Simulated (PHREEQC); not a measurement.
0.12 g of hydrous ferric oxide (600 m²/g; 0.2 weak and 0.005 strong sites per Fe, Dzombak-Morel constants, diffuse double layer) in 1 kg of water with 0.001 mol/kgw of an inert sodium salt, at 25 °C; the pH is set by adding NaOH or the inert anion's acid. O2 is buffered at 0.21 atm. The system is closed to CO2. Precipitation was switched off in this run.

Equilibrium calculation in PHREEQC: ion-association model, wateq4f.dat.

| pH | surface charge σ (C/m²) | surface potential ψ (mV) |
|---|---|---|
| 4 | 0.118 | 210 |
| 5 | 0.051 | ? |
| 5.5 | 0.031 | 145 |
| 6.5 | 0.011 | 92 |
| 7 | ? | 64 |
| 8 | 0.000 | ? |
| 9 | -0.004 | ? |
| 9.5 | ? | ? |
| 10.5 | -0.028 | -133 |
| 11 | -0.054 | ? |
| 12 | -0.200 | -176 |

Q: What belongs in the gaps?

A: 
- 5, surface potential ψ (mV): 169
- 7, surface charge σ (C/m²): 0.006
- 8, surface potential ψ (mV): 6
- 9, surface potential ψ (mV): -51
- 9.5, surface charge σ (C/m²): -0.009
- 9.5, surface potential ψ (mV): -80
- 11, surface potential ψ (mV): -155

Species that the database lacks are ignored.
